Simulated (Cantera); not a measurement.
Charge: 1 mol TiCl4, 9.3 mol H2O, a varied amount of H2, at 1950 K and 0.100 bar.

Cantera equilibrium calculation (NASA polynomials, part measured and part estimated; ideal gas, pure solids and liquids). Candidate condensed phases: H2O, Ti, TiCl2, TiCl3, TiCl4, TiO, TiO2, Ti2O3, Ti3O5, Ti4O7; 23 gas species. Kinetics and transport are ignored.

Problem. At 130 mol H2, list the 6 most abundant gas species with their mole fractions, and the condensed phases.

Solution. H2 0.914, H2O 0.0539, HCl 0.0282, H 0.00347, Cl 8.01e-5, OH 1.86e-5. Condensed: Ti3O5(s).
